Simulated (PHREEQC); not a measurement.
A solution holds 0.0041 mol Cu(BF4)2 and 0.016 mol NaCl per kg of water, at 69 °C. Closed to the air; pH follows from the charge balance.

All values are PHREEQC results (ion-association model, wateq4f.dat), not measurements.

```csv
quantity,before,after
pH,3.07,3.00
ionic strength (mol/kgw),0.0280,0.0287
HF (mol/kgw),0.00674,0.00500
BF4- (mol/kgw),0.00494,0.00553
Cu+2 (mol/kgw),0.00347,0.00373
F- (mol/kgw),0.00272,0.00252
SI of Tenorite (CuO),-2.78,-3.45
SI of CuF2:2H2O (CuF2:2H2O),-3.13,-3.29
```

### Question
Name the change that produced these shifts.
(A) Cu(BF4)2 from 0.0041 to 0.0082 mol/kgw
(B) 0.00056 mol/kgw KF added
(C) temperature from 69 to 50 °C
(D) NaCl from 0.016 to 0.024 mol/kgw
(E) temperature from 69 to 30 °C

### Answer
C, temperature from 69 to 50 °C

Precipitation was switched off in this run. At this temperature some constants are extrapolated from 25 °C, and those without enthalpy data are left unchanged. Real BF4- forms and hydrolyses slowly; the run takes it at equilibrium.
